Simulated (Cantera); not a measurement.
A perfectly stirred reactor is fed with CH4 : O2 : N2 = 1 : 2.6 : 9.77 (molar parts), at 5.00 bar; it is adiabatic with a 498 K inlet, and is followed from long to short residence time, starting on the burning branch (τ in s: 0.33, 0.14, 0.057, 0.024, 0.0099, 0.0042, 0.0017, 0.00073, 0.0003, 0.00013, 5.3e-05, 2.2e-05).

Detailed kinetics in Cantera: GRI-Mech 3.0 (53 species, 325 reactions).

Q: What does this change do: 0.18 parts H2 added?

A: 
```json
[
 {"quantity": "blow-out, bracketed by the residence times tried", "before": "burning at 53.0 µs, out at 22.0 µs", "after": "burning at 53.0 µs, out at 22.0 µs"},
 {"quantity": "x(CH4) at τ = 0.330 s", "before": "4.90e-7", "after": "3.64e-7"},
 {"quantity": "x(O2) at τ = 0.330 s", "before": "0.0438", "after": "0.0364"},
 {"quantity": "x(H2O) at τ = 0.330 s", "before": "0.148", "after": "0.160"},
 {"quantity": "x(H2) at τ = 0.330 s", "before": "0.000192", "after": "0.000333"},
 {"quantity": "x(NO) at τ = 0.330 s", "before": "0.00178", "after": "0.00268"},
 {"quantity": "x(CH4) at τ = 1.70 ms", "before": "4.71e-5", "after": "3.87e-5"},
 {"quantity": "x(O2) at τ = 1.70 ms", "before": "0.0455", "after": "0.0387"},
 {"quantity": "x(H2O) at τ = 1.70 ms", "before": "0.147", "after": "0.158"},
 {"quantity": "x(H2) at τ = 1.70 ms", "before": "0.000722", "after": "0.000997"},
 {"quantity": "x(NO) at τ = 1.70 ms", "before": "7.84e-5", "after": "0.000128"}
]
```
